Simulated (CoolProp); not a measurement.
The numbers come from the reference Helmholtz-energy equation of state, Zhou 2012 in CoolProp.

Question: For p-xylene, give the phase and the Joule-Thomson coefficient (K/MPa), conductivity (mW/(m K)) at 310.25 °C and 0.164 MPa; 310.25 °C and 8.83 MPa.

Answer: 
- 310.25 °C and 0.164 MPa: gas; Joule-Thomson coefficient 9.08, conductivity 39.8
- 310.25 °C and 8.83 MPa: liquid; Joule-Thomson coefficient 0.271, conductivity 83.6

Thermal conductivity comes from a separate model (Mylona 2014).
